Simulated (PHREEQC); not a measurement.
**Copper plating or etch bath: an equilibrium model**

Solution (25 °C): 0.016 mol Cu(NO3)2, 5.5e-05 mol HCl and 0.0031 mol H3BO3 per kg of water. Closed to the air; pH follows from the charge balance.

All values are PHREEQC results (ion-association model, phreeqc.dat), not measurements.

Precipitation was switched off in this run.

**Question.** What pH does the model give?

**Answer.** pH 4.28.

**Question.** In which forms is Cl present?

**Answer.** Cl- 98 %, CuCl+ 2.0 % of the Cl.
